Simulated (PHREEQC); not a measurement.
Dissolve 0.98 mmol/kgw Pb(NO3)2, 9.1 mmol/kgw NaCl and 14 mmol/kgw Zn(NO3)2 at 15 °C and 100 atm. It is in equilibrium with CO2 at log p = 0 (atm). Otherwise closed; pH follows from the charge balance.

All values are PHREEQC results (ion-association model, phreeqc.dat), not measurements.

```csv
quantity,before,after
pH,3.72,3.79
ionic strength (mol/kgw),0.0534,0.0159
Pb+2 (mol/kgw),0.000714,0.000770
PbNO3+ (mol/kgw),0.000149,3.46e-5
HCO3- (mol/kgw),0.000107,0.000118
```

Question: What was changed between the two runs?
(A) Pb(NO3)2 from 0.00098 to 0.0098 mol/kgw
(B) Zn(NO3)2 from 0.014 to 0.0014 mol/kgw
(C) NaCl from 0.0091 to 0.0182 mol/kgw
(D) 0.007 mol/kgw H2SO4 added
(E) Pb(NO3)2 from 0.00098 to 0.000196 mol/kgw

Answer: B, Zn(NO3)2 from 0.014 to 0.0014 mol/kgw

No solid was allowed to form. Under pressure, the constants of complexes without a molar volume in the database are unreliable.
